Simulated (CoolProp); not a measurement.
Properties of C3F8 (R218) at several states (Tc = 345.0 K, pc = 2640 kPa, ω = 0.317).

The numbers come from the reference Helmholtz-energy equation of state, Lemmon 2006 in CoolProp. It is a short technical equation, of lower accuracy than the large ones.

```json
[
 {"T (K)": "204.4", "p (kPa)": "60.4", "phase": "liquid", "cp (kJ/(kg K))": "0.9094", "speed of sound (m/s)": "679.5", "conductivity (mW/(m K))": "70.4", "Prandtl number": "10.1"},
 {"T (K)": "342", "p (kPa)": "1430", "phase": "gas", "cp (kJ/(kg K))": "0.9978", "speed of sound (m/s)": "100.00", "conductivity (mW/(m K))": "17.7", "Prandtl number": "0.860"},
 {"T (K)": "387.9", "p (kPa)": "71.9", "phase": "gas", "cp (kJ/(kg K))": "0.9152", "speed of sound (m/s)": "133.6", "conductivity (mW/(m K))": "20.0", "Prandtl number": "0.737"}
]
```

Viscosity comes from a separate model (Huber 2003), an estimate that may be off by 10 % or more. Thermal conductivity comes from a separate model (Huber 2003), an estimate that may be off by 10 % or more.
